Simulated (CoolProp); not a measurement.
Saturated liquid density (kg/m³) of CH3F (R41): the reference equation beside estimates from Tc = 317.3 K, pc = 5906 kPa, ω = 0.200. Rackett uses Z = 0.29056 − 0.08775 ω.

Values from CoolProp's reference Helmholtz-energy equation of state, Lemmon 2006. It is a short technical equation, of lower accuracy than the large ones.

| T (K) | reference | Rackett | Redlich-Kwong |
|---|---|---|---|
| 150.1 | 968.7 | 822.9 | 753.8 |
| 157 | 955.8 | 812.3 | 744.1 |
| 163.9 | 942.7 | 801.6 | 734.0 |
| 170.8 | 929.4 | 790.6 | 723.5 |
| 177.7 | 915.9 | 779.4 | 712.6 |
| 184.6 | 902.1 | 768.0 | 701.2 |
| 191.6 | 887.8 | 756.1 | 689.2 |
| 198.5 | 873.4 | 744.2 | 676.9 |
| 205.4 | 858.6 | 731.9 | 664.0 |

Absolute difference from the reference over all 9 rows, mean and median: Rackett 14.9 and 14.9 %, Redlich-Kwong 22.3 and 22.2 %.
